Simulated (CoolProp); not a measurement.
Vapour-liquid equilibrium of toluene (1) + m-xylene (2) at 0.0209 MPa; x and y are mole fractions of (1).

The numbers come from the multi-fluid Helmholtz-energy mixture model, Lemmon 2006 and Zhou 2012; pair parameters Bell 2016 in CoolProp.

```
x     bubble temperature, mixture model (K)  bubble temperature, Raoult's law (K)  y, mixture model  y, Raoult's law
----  -------------------------------------  ------------------------------------  ----------------  ---------------
0.05                                  359.6                                 359.8             0.121            0.116
0.15                                  355.7                                 356.2             0.322            0.310
0.25                                  352.1                                 353.0             0.478            0.462
0.35                                  349.0                                 350.0             0.598            0.584
0.45                                  346.3                                 347.4             0.693            0.683
0.55                                  343.9                                 345.0             0.768            0.765
0.65                                  341.9                                 342.7             0.830            0.833
0.75                                  340.1                                 340.7             0.884            0.891
0.85                                  338.4                                 338.8             0.932            0.939
0.95                                  336.9                                 337.0             0.977            0.981
```

The largest gap from Raoult's law is -1.1 K in bubble temperature, at x = 0.45. No azeotrope shows between x = 0.05 and 0.95.

Pair parameters are fitted to limited data, so mixtures are less certain than the pure fluids.
